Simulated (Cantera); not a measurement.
A perfectly stirred reactor is fed with NH3 : N2 = 1 : 0.29 (molar parts), at 0.160 bar; it is held at 2023 K, and followed from long to short residence time.

Model: the gas-phase N/H chemistry of the illustrative SiF4/NH3 mechanism in the Surface Chemkin manual (1991), integrated in Cantera. Walls and surfaces, which speed up NH3 decomposition in real reactors, are not modelled.

One state of this run: x NH3 = 0.0160; x H2 = 0.640; x N2 = 0.342; x N2H4 = 5.37e-10; x NH2 = 9.35e-5. x: mole fraction; the columns are a selection and need not sum to one.

Q: Which value of τ (s) does it belong to?
A) 1.4
B) 0.35
C) 0.0055
D) 5.5

A: D, 5.5
